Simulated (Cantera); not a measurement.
A perfectly stirred reactor is fed with CO : O2 : H2O : N2 = 0.0053 : 0.055 : 0.00023 : 1 (molar parts), at 36000 Pa; it is held at 973 K, and followed from long to short residence time.

Cantera simulation using GRI-Mech 3.0 (53 species, 325 reactions); the numbers are that mechanism's predictions, not measurements.

x: mole fraction; the columns are a selection and need not sum to one.

```
τ (s)       x CO    x O2     x H2O         x H       x CO2         x O        x OH
-------  -------  ------  --------  ----------  ----------  ----------  ----------
3.5      0.00188  0.0504  0.000216     7.77e-8     0.00313     9.43e-6     4.71e-7
1.0      0.00320  0.0510  0.000216     1.48e-7     0.00180     1.44e-5     5.44e-7
0.31     0.00428  0.0515  0.000216     1.80e-7    0.000719     1.63e-5     5.18e-7
0.091    0.00487  0.0518  0.000216  (withheld)  (withheld)  (withheld)  (withheld)
0.027    0.00500  0.0519  0.000217    1.46e-12     2.52e-9     1.24e-9    4.36e-12
0.0080   0.00500  0.0519  0.000217      <1e-12    5.09e-10    3.96e-10    1.03e-12
0.0024   0.00500  0.0519  0.000217      <1e-12    1.34e-10    1.24e-10      <1e-12
0.00070  0.00500  0.0519  0.000217      <1e-12    3.76e-11    3.67e-11      <1e-12
```

**Question.** Complete the blanks.

**Answer.** 
- 0.091, x H: 9.43e-8
- 0.091, x CO2: 0.000124
- 0.091, x O: 9.71e-6
- 0.091, x OH: 2.62e-7
